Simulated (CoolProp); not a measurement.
Vapour-liquid equilibrium of R134a (1) + R1234ze(E) (2) at -64.35 °C; x and y are mole fractions of (1).

Model: multi-fluid Helmholtz-energy mixture model, Tillner-Roth 1994 and Thol 2016; pair parameters Bell 2022, in CoolProp.

Give the bubble pressure and the first vapour's composition at x = 0.35, 0.55, 0.85. Is there an azeotrope?

x = 0.35: 0.01031 MPa, y = 0.452; x = 0.55: 0.01099 MPa, y = 0.624; x = 0.85: 0.01168 MPa, y = 0.870. No azeotrope shows between x = 0.05 and 0.95.

The pair parameters rest on a limited set of measurements; away from them the model extrapolates.
